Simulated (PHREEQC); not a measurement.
Consider water at 56 °C with 0.0015 mol/kgw HF, 0.00021 mol/kgw (NH4)2SiF6 and 0.00115 mol/kgw HBF4. Closed to the air; pH follows from the charge balance.

Equilibrium calculation in PHREEQC: ion-association model, phreeqc.dat.

Precipitation was switched off in this run.

Question: Order these F species by the share of F that they hold, largest first: BF4-, HF, F-, BF3OH-, SiF6-2.

Answer: HF (54 %), BF4- (19 %), F- (16 %), SiF6-2 (7.4 %), BF3OH- (2.5 %)

The pH is 2.88 and the ionic strength 0.00191 mol/kgw. Away from 25 °C the constants follow the database's enthalpies or fits; those with neither stay at their 25 °C values. SiF6-2 is the database's only silicon fluoride. Real BF4- forms and hydrolyses slowly; the run takes it at equilibrium.
